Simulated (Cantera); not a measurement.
A Cantera script and what it prints.

```python
import numpy as np
import cantera as ct

gas_names = """
    C CN CO CO2 C2 CCN CNC C2N2 C2O C3 C3O2 C4 C4N2 C5 Mg MgN MgO Mg2 N NCO NO NO2 NO3 N2 N2O O O2 O3
""".split()
cond_names = """
    C(gr) Mg(cr) Mg(L) MgCO3(s) MgO(s) MgO(L)
""".split()


# ... load() reads the species with a 1 bar reference pressure and builds the phases ...
atoms = {
    'MgCO3': {'Mg': 1, 'C': 1, 'O': 3},
    'O2': {'O': 2},
    'N2': {'N': 2},
}
top_T = {'C(gr)': 4500}  # K; cautious upper limits of use, not melting points


# ... equilibrate(T, P, feed) seeds the gas with the atoms and calls Mixture.equilibrate('TP', solver="vcs", rtol=1e-11, max_steps=5000) ...
results = []
T = 1598.15  # K
P = 540000  # Pa
for m in [0.14, 0.22, 0.35, 0.56, 0.9, 1.4, 2.3, 3.7, 5.9, 9.4]:
    feed = {'MgCO3': 1, 'O2': m, 'N2': 41}  # mol
    mix = equilibrate(T, P, feed)
    results.append((T, P, feed, dict(zip(mix.species_names, mix.species_moles))))

top = {s: max(r[3][s] / sum(r[3][g] for g in gas_names) for r in results) for s in gas_names}
cols = sorted((s for s in top if top[s] > 1e-05), key=lambda s: -top[s])[:8]
seen = [c for c in cond_names if any(r[3].get(c, 0) > 1e-12 for r in results)]
print("log10 of partial pressures in bar; condensed amounts in mol")
print(f"{'n(O2)':>10s}" + "".join(f"{s[:9]:>10s}" for s in cols + seen))
for T, P, feed, n in results:
    ng = sum(n[g] for g in gas_names)
    print(f"{feed['O2']:10.4g}" + "".join(f"{np.log10(max(n[s] / ng * P / 1e5, 1e-99)):10.3f}" for s in cols)
          + "".join(f"{n.get(c, 0):10.4g}" for c in seen))
```

Output:

```
log10 of partial pressures in bar; condensed amounts in mol
     n(O2)        N2        O2       CO2        NO       NO2    MgO(s)
      0.14     0.720    -1.764    -0.892    -2.848    -5.782         1
      0.22     0.720    -1.565    -0.893    -2.749    -5.583         1
      0.35     0.718    -1.361    -0.895    -2.648    -5.381         1
      0.56     0.716    -1.157    -0.897    -2.547    -5.178         1
       0.9     0.713    -0.953    -0.900    -2.446    -4.975         1
       1.4     0.707    -0.765    -0.905    -2.355    -4.789         1
       2.3     0.699    -0.557    -0.914    -2.255    -4.586         1
       3.7     0.685    -0.363    -0.928    -2.165    -4.399         1
       5.9     0.664    -0.180    -0.948    -2.084    -4.226         1
       9.4     0.634    -0.008    -0.979    -2.013    -4.069         1
```

Method: chemical equilibrium by Gibbs-energy minimisation in Cantera with the NASA 1993 tables (ideal gas, pure condensed phases).
